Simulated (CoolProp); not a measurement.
The fluid at 298.15 K and 0.181 MPa flows at 22 m/s in a round tube of 6 mm bore and 15 µm roughness, fully developed (64/Re and Nu = 3.66 if laminar; Colebrook and Gnielinski if turbulent). The same conditions are run with several fluids, on thermodynamics alone (safety and materials aside).

Computed with CoolProp (reference Helmholtz-energy equation of state of each fluid (methane: Setzmann 1991; CF4 (R14): Platzer 1990; dry air: Lemmon 2000; C3F8 (R218): Lemmon 2006; CH2F2 (R32): Tillner-Roth 1997)). The equations of Platzer and Polt are older, rougher fits. Blends and air are pseudo-pure fits.

Task: Rank methane, CF4 (R14), dry air, C3F8 (R218), CH2F2 (R32) by Reynolds number, highest first.

Result: C3F8 (R218) (153000), CF4 (R14) (49400), CH2F2 (R32) (38400), dry air (15100), methane (13800)

```json
[
 {"fluid": "methane", "Darcy friction factor": "0.0325", "pressure drop (Pa/m)": "1540", "heat-transfer coefficient (W/(m² K))": "257", "mass flow (kg/h)": "2.63"},
 {"fluid": "CF4 (R14)", "Darcy friction factor": "0.0276", "pressure drop (Pa/m)": "7210", "heat-transfer coefficient (W/(m² K))": "386", "mass flow (kg/h)": "14.5"},
 {"fluid": "dry air", "Darcy friction factor": "0.0320", "pressure drop (Pa/m)": "2730", "heat-transfer coefficient (W/(m² K))": "210", "mass flow (kg/h)": "4.74"},
 {"fluid": "C3F8 (R218)", "Darcy friction factor": "0.0259", "pressure drop (Pa/m)": "14900", "heat-transfer coefficient (W/(m² K))": "905", "mass flow (kg/h)": "32.0"},
 {"fluid": "CH2F2 (R32)", "Darcy friction factor": "0.0283", "pressure drop (Pa/m)": "4430", "heat-transfer coefficient (W/(m² K))": "277", "mass flow (kg/h)": "8.70"}
]
```

Transport values come from each fluid's own correlations; those of CF4 (R14), C3F8 (R218), CH2F2 (R32) are estimates that may be off by 10 % or more.
